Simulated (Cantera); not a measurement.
## Stirred combustor or abatement burner

A perfectly stirred reactor is fed with CH₄ : O₂ : N₂ = 1 : 1.11 : 4.18 (molar parts), at 1.20 bar; it is adiabatic with a 375 K inlet, and is followed from long to short residence time, starting on the burning branch (τ in s: 0.17, 0.074, 0.033, 0.015, 0.0066, 0.003, 0.0013, 0.00059, 0.00026, 0.00012, 5.2e-05, 2.3e-05, 1e-05).

Detailed kinetics in Cantera: GRI-Mech 3.0 (53 species, 325 reactions).

```
τ (s)    T (K)    x CH₄      x O₂    x HCN    x C₂H₄    x C₂H   x H₂O₂
-------  -----  -------  --------  -------  --------  -------  -------
0.17      1794  0.00801  0.000496  1.23e-5   7.92e-5  7.89e-8  4.43e-9
0.074     1798  0.00949  0.000946  1.32e-5  0.000133  1.20e-7  9.12e-9
0.033     1797   0.0110   0.00174  1.33e-5  0.000223  1.67e-7  1.83e-8
0.015     1789   0.0126   0.00315  1.22e-5  0.000381  2.11e-7  3.68e-8
0.0066    1766   0.0151   0.00606  8.81e-6  0.000705  2.28e-7  7.98e-8
0.0030    1700   0.0208    0.0140  2.91e-6   0.00159  1.47e-7  2.11e-7
0.0013     375    0.159     0.176   <1e-12    <1e-12   <1e-12   <1e-12
0.00059    375    0.159     0.176   <1e-12    <1e-12   <1e-12   <1e-12
0.00026    375    0.159     0.176   <1e-12    <1e-12   <1e-12   <1e-12
0.00012    375    0.159     0.176   <1e-12    <1e-12   <1e-12   <1e-12
5.2e-5     375    0.159     0.176   <1e-12    <1e-12   <1e-12   <1e-12
2.3e-5     375    0.159     0.176   <1e-12    <1e-12   <1e-12   <1e-12
1.0e-5     375    0.159     0.176   <1e-12    <1e-12   <1e-12   <1e-12
```
x: mole fraction; the columns are a selection and need not sum to one.
